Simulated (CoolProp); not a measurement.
A simple Rankine cycle with R11: condensing at 331.15 K, boiler at 2.4 MPa, turbine inlet 435.8 K, turbine efficiency 0.75, pump efficiency 0.7, no recuperator. Each further row changes one setting.

The numbers come from the reference Helmholtz-energy equation of state, Jacobsen 1992 in CoolProp.

```csv
case,thermal efficiency (%),net work (kJ/kg),heat in (kJ/kg),turbine exit temperature (K),volume ratio over the turbine
as stated,13.3,27.7,208,350.4,8.98
turbine inlet 455.8 K,13.6,30.8,226,373.8,8.46
condensing temperature 323.15 K,14.3,30.9,215,344.0,11.2
boiler pressure 1.68 MPa,11.8,26.1,220,372.0,5.71
turbine efficiency 0.65,11.4,23.8,208,356.6,9.17
```
